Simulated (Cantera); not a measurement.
A Cantera script and its output.

```python
import numpy as np
import cantera as ct

gas = ct.Solution("gri30.yaml")
gas.TPX = 548, 101325, {'CH4': 1, 'C2H6': 0.34, 'O2': 2.45, 'N2': 9.23}
flame = ct.FreeFlame(gas, width=0.04)
flame.set_refine_criteria(ratio=3, slope=0.08, curve=0.16)
flame.transport_model = "mixture-averaged"
flame.solve(loglevel=0, auto=True)
z, T = flame.grid, flame.T
thick = (T[-1] - T[0]) / np.gradient(T, z).max()
show = ['CH4', 'C2H6', 'O2', 'CH3', 'CH2CO', 'CH2O']
print(f"laminar burning velocity  {flame.velocity[0] * 100:.3f} cm/s")
print(f"burnt temperature         {T[-1]:.1f} K")
print(f"thermal thickness         {thick * 1e3:.4f} mm")
print(f"grid points               {len(z)}")
z0 = z[flame.heat_release_rate.argmax()]
print(f"{'z/mm':>9s}{'T/K':>9s}{'u/(m/s)':>9s}" + "".join(f"{s:>11s}" for s in show))
rows = []
for k in (-3, -2, -1.5, -1, -0.5, -0.25, 0, 0.25, 0.5, 1, 2, 4, 8):
    zz = z0 + k * thick
    rows.append([k * thick, np.interp(zz, z, T), np.interp(zz, z, flame.velocity),
                 *(np.interp(zz, z, flame.X[gas.species_index(s)]) for s in show)])
    print(f"{rows[-1][0] * 1e3:9.3f}{rows[-1][1]:9.1f}{rows[-1][2]:9.3f}" + "".join(f"{x:11.3e}" for x in rows[-1][3:]))
```

Result:

```
laminar burning velocity  90.698 cm/s
burnt temperature         2240.2 K
thermal thickness         0.3628 mm
grid points               154
     z/mm      T/K  u/(m/s)        CH4       C2H6         O2        CH3      CH2CO       CH2O
   -1.088    548.3    0.909  7.660e-02  2.606e-02  1.877e-01  2.482e-09  5.521e-09  1.905e-07
   -0.726    551.1    0.918  7.612e-02  2.595e-02  1.868e-01  2.630e-08  1.014e-07  2.775e-06
   -0.544    564.2    0.944  7.509e-02  2.576e-02  1.850e-01  1.925e-07  9.951e-07  2.121e-05
   -0.363    650.9    1.103  7.059e-02  2.475e-02  1.770e-01  5.472e-06  1.495e-05  2.175e-04
   -0.181   1096.7    1.910  5.020e-02  1.649e-02  1.356e-01  5.908e-04  2.395e-04  1.442e-03
   -0.091   1502.7    2.667  2.955e-02  6.264e-03  9.115e-02  3.114e-03  5.931e-04  1.476e-03
    0.000   1862.7    3.354  9.027e-03  3.894e-04  4.408e-02  3.704e-03  4.478e-04  6.490e-04
    0.091   2036.5    3.676  1.219e-03  3.322e-06  1.665e-02  1.031e-03  7.965e-05  1.644e-04
    0.181   2086.8    3.759  1.086e-04  2.360e-08  6.464e-03  1.335e-04  7.437e-06  2.345e-05
    0.363   2112.9    3.790  9.827e-07  2.966e-12  2.174e-03  1.573e-06  9.756e-08  3.010e-07
    0.726   2136.9    3.823  8.672e-10  8.003e-18  1.344e-03  1.681e-09  1.821e-10  1.323e-09
    1.451   2166.0    3.868  1.168e-13  2.834e-22  8.954e-04  2.701e-13  1.844e-14  9.869e-10
    2.902   2196.1    3.914  5.800e-14  1.550e-26  4.939e-04  1.211e-13  2.773e-16  1.017e-09
```

Detailed kinetics in Cantera: GRI-Mech 3.0 (53 species, 325 reactions). Burning velocities carry a grid error of a few per cent, more on coarse grids.
